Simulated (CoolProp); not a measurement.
Vapour-liquid equilibrium of R125 (1) + n-butane (2) at 285.9 K; x and y are mole fractions of (1).

The numbers come from the multi-fluid Helmholtz-energy mixture model, Lemmon 2005 and Bücker 2006; pair parameters Bell 2016 in CoolProp.

```
x      bubble pressure, mixture model (bar)  bubble pressure, Raoult's law (bar)  y, mixture model  y, Raoult's law
-----  ------------------------------------  -----------------------------------  ----------------  ---------------
0.05                                      …                                2.043                 …            0.241
0.125                                 4.810                                2.658                 …            0.463
0.2                                       …                                3.274                 …            0.601
0.275                                 6.834                                3.890                 …            0.696
0.35                                  7.406                                4.505             0.799            0.765
0.425                                 7.815                                5.121             0.815            0.817
0.5                                   8.131                                5.737             0.828            0.858
0.575                                     …                                6.352             0.840            0.891
0.65                                  8.665                                6.968             0.853            0.918
0.725                                 8.930                                7.584             0.870            0.941
0.8                                   9.205                                8.199             0.891            0.960
0.875                                 9.478                                8.815             0.921            0.977
0.95                                  9.722                                9.431                 …            0.991
```

Problem. What belongs in the gaps?

Solution. 
- 0.05, bubble pressure, mixture model (bar): 3.110
- 0.05, y, mixture model: 0.476
- 0.125, y, mixture model: 0.667
- 0.2, bubble pressure, mixture model (bar): 6.008
- 0.2, y, mixture model: 0.739
- 0.275, y, mixture model: 0.776
- 0.575, bubble pressure, mixture model (bar): 8.404
- 0.95, y, mixture model: 0.962

The largest gap from Raoult's law is +83.5 % in bubble pressure, at x = 0.2. No azeotrope shows between x = 0.05 and 0.95.

The pair parameters rest on a limited set of measurements; away from them the model extrapolates. With so large a gap from Raoult's law the liquid may split in two, which this calculation doesn't test in full.
